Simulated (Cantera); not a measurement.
Feed: 1 mol PbI2, 140 mol N2, held at 600 °C and 7.50 Torr.

Equilibrium computed with Cantera from the NASA thermochemical tables; the gas is ideal and each condensed phase is pure. Candidate condensed phases: I2, Pb, PbI2; 9 gas species. The tables' values for PbI4 are old estimates; treat these amounts as uncertain. Equilibrium is a limit: real reactors are often held back by kinetics, nucleation or transport.

Base state: N2 0.994, PbI2 0.00446, PbI4 0.00121, PbI 0.000440, Pb 6.39e-5, I 1.92e-5 (mole fractions); condensed: Pb(l).

What changes in the equilibrium state with this change: PbI2 replaced by CaF2?


| species | before | after |
|---|---|---|
| N2 | 0.994 | 1.00 |
| PbI2 | 0.00446 | 0 |
| PbI4 | 0.00121 | 0 |
| PbI | 0.000440 | 0 |
| Pb | 6.39e-5 | 0 |
| I | 1.92e-5 | 0 |
| Pb(l), mol | 0.131 | 0 |
| CaF2(s), mol | 0 | 1.00 |
Further candidate phases: Ca, CaF2.
